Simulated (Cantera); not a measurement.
A Cantera script and its output.

```python
import numpy as np
import cantera as ct

surf = ct.Interface("diamond.yaml", "diamond_100")
gas, bulk = surf.adjacent["gas"], surf.adjacent["diamond"]
k = surf.kinetics_species_index(bulk.species_names[0])
cover = ["c6HH", "c6H*", "c6*H", "c6**", "c6HM", "c6B"]

rows, drift = [], 0.0
print(f"{'xCH3':>10s}{'um/h':>11s}" + "".join(f"{s:>11s}" for s in cover))
for v in [1e-06, 2.9e-06, 8.1e-06, 2.3e-05, 6.6e-05, 0.00019, 0.00054, 0.0015, 0.0044]:
    T, P, xH, xCH3 = 1000, 12000, 0.00056, v
    gas.TPX = T, P, {"H": xH, "CH3": xCH3, "CH4": 0.0085, "H2": 1 - xH - xCH3 - 0.0085}
    surf.TP = bulk.TP = T, P
    surf.coverages = "c6H*:0.1, c6HH:0.9"
    surf.advance_coverages(100.0)
    before = surf.coverages
    surf.advance_coverages(100.0)
    drift = max(drift, np.max(np.abs(surf.coverages - before) / (surf.coverages + 1e-9)))
    rate = surf.net_production_rates[k] * bulk.mean_molecular_weight / bulk.density * 3.6e9
    rows.append([rate, *surf[cover].coverages])
    print(f"{v:10.4g}{rate:11.4e}" + "".join(f"{x:11.3e}" for x in rows[-1][1:]))
```

It prints:

```
      xCH3       um/h       c6HH       c6H*       c6*H       c6**       c6HM        c6B
     1e-06 5.2958e-02  6.028e-01  1.806e-02  3.695e-01  8.508e-03  8.101e-04  1.437e-10
   2.9e-06 1.5321e-01  6.016e-01  1.802e-02  3.687e-01  8.484e-03  2.344e-03  4.157e-10
   8.1e-06 4.2515e-01  5.982e-01  1.791e-02  3.666e-01  8.417e-03  6.504e-03  1.154e-09
   2.3e-05 1.1852e+00  5.888e-01  1.762e-02  3.605e-01  8.231e-03  1.813e-02  3.216e-09
   6.6e-05 3.2308e+00  5.633e-01  1.683e-02  3.443e-01  7.731e-03  4.944e-02  8.767e-09
   0.00019 8.1317e+00  5.023e-01  1.493e-02  3.054e-01  6.548e-03  1.245e-01  2.207e-08
   0.00054 1.7097e+01  3.905e-01  1.144e-02  2.341e-01  4.450e-03  2.623e-01  4.639e-08
    0.0015 2.7911e+01  2.546e-01  7.204e-03  1.474e-01  2.139e-03  4.299e-01  7.574e-08
    0.0044 3.6973e+01  1.389e-01  3.599e-03  7.365e-02  6.232e-04  5.730e-01  1.003e-07
```

Model: the Harris–Goodwin 1993 mechanism for the reconstructed diamond (100) surface, integrated in Cantera.
